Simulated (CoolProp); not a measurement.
Acetone along the isotherm 275.6 K: density (kg/m³) from the reference equation and from simpler models built on Tc = 508.1 K, pc = 4.692 MPa, ω = 0.307; each cubic takes its own stable root.

The numbers come from the reference Helmholtz-energy equation of state, Lemmon 2006 in CoolProp. It is a short technical equation, of lower accuracy than the large ones.

```csv
p (MPa),phase,reference,Redlich-Kwong,Soave-Redlich-Kwong,Peng-Robinson
1.8,liquid,811.0,612.8,___,710.9
3.61,liquid,812.5,614.7,633.0,712.2
5.41,liquid,814.0,616.6,634.3,___
7.22,liquid,815.4,618.4,635.5,714.6
9.02,liquid,816.8,620.1,636.8,715.7
10.8,liquid,818.2,___,___,716.8
12.6,liquid,819.6,623.3,639.1,717.9
14.4,liquid,821.0,___,___,719.0
16.2,liquid,822.3,626.4,641.3,___
18,liquid,823.6,627.8,642.4,___
19.9,liquid,825.0,629.3,643.5,722.1
21.7,liquid,826.2,630.7,644.5,723.1
23.5,liquid,827.5,632.0,645.5,724.0
```

Q: What belongs in the gaps?

A: 
- 1.8, Soave-Redlich-Kwong: 631.6
- 5.41, Peng-Robinson: 713.4
- 10.8, Redlich-Kwong: 621.7
- 10.8, Soave-Redlich-Kwong: 637.9
- 14.4, Redlich-Kwong: 624.9
- 14.4, Soave-Redlich-Kwong: 640.2
- 16.2, Peng-Robinson: 720.0
- 18, Peng-Robinson: 721.1
